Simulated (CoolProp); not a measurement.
Properties of R22 along the isotherm 260 K (Tc = 369.3 K, pc = 49.90 bar, ω = 0.221).

Model: reference Helmholtz-energy equation of state, Kamei 1995, in CoolProp.

```
p (bar)   phase  cp (kJ/(kg K))  Prandtl number
-------  ------  --------------  --------------
4.99     liquid           1.136            2.25
9.98     liquid             [?]            2.25
15       liquid           1.132            2.26
20       liquid             [?]            2.26
25       liquid             [?]            2.27
29.9     liquid             [?]            2.27
34.9     liquid           1.123            2.28
39.9     liquid           1.121            2.28
44.9     liquid           1.120            2.29
49.9     liquid             [?]            2.30
54.9     liquid           1.116            2.30
59.9     liquid           1.114            2.31
64.9     liquid             [?]            2.31
69.9     liquid           1.111            2.32
74.9     liquid           1.109            2.32
```

Q: Some entries are withheld; supply them.

A: 
- 9.98, cp (kJ/(kg K)): 1.134
- 20, cp (kJ/(kg K)): 1.129
- 25, cp (kJ/(kg K)): 1.127
- 29.9, cp (kJ/(kg K)): 1.125
- 49.9, cp (kJ/(kg K)): 1.118
- 64.9, cp (kJ/(kg K)): 1.113

Viscosity comes from a separate model (Bell 2016), an estimate that may be off by 10 % or more. Thermal conductivity comes from a separate model (McLinden 2000), an estimate that may be off by 10 % or more.
